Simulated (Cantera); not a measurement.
Equilibrium for silicon etching in halogen gases: Si + NF3 + N2

A closed system holds: 1 mol Si, 2.7 mol NF3, 10 mol N2, equilibrated at 0.00133 bar.

These are equilibrium values from Cantera (NASA tables, ideal gas, pure condensed phases), not measurements of a reactor. Candidate condensed phases: Si, Si3N4; 16 gas species. Kinetics and transport are ignored.

```csv
T (°C),log p N2,log p F,log p F2,log p SiF4,log p NF3,log p NF2
500,-2.99,-4.18,-3.83,-4.04,-5.63,-10.24
550,-3.00,-3.90,-3.93,-4.05,-6.33,-10.21
600,-3.01,-3.70,-4.13,-4.07,-7.10,-10.28
650,-3.02,-3.58,-4.42,-4.08,-7.97,-10.47
700,-3.03,-3.52,-4.78,-4.09,-8.89,-10.74
750,-3.03,-3.49,-5.17,-4.09,-9.81,-11.03
800,-3.04,-3.49,-5.54,-4.09,-10.68,-11.32
850,-3.04,-3.48,-5.89,-4.09,-11.48,-11.60
900,-3.04,-3.48,-6.22,-4.09,-12.22,-11.86
950,-3.04,-3.48,-6.52,-4.09,-12.90,-12.09
1000,-3.04,-3.48,-6.79,-4.09,-13.53,-12.31
```
log p: log10 of the partial pressure in bar; nothing condenses.

From 500 °C to 1000 °C nothing is condensed. The main Si-bearing gas is SiF4 throughout.
